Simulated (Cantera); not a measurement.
Feed: 1 mol BN, 11 mol F2, 5.1 mol H2, 2.7 mol Cl2, held at 0.250 bar.

These are equilibrium values from Cantera (NASA tables, ideal gas, pure condensed phases), not measurements of a reactor. Candidate condensed phases: B, BN, NH4Cl; 40 gas species. The numbers say what is thermodynamically allowed, not how fast it happens.

At 923 K, list the 5 most abundant gas species with their mole fractions, and the condensed phases.

HF 0.537, ClF 0.284, F2 0.0754, BF3 0.0527, N2 0.0257. Condensed: gas only.
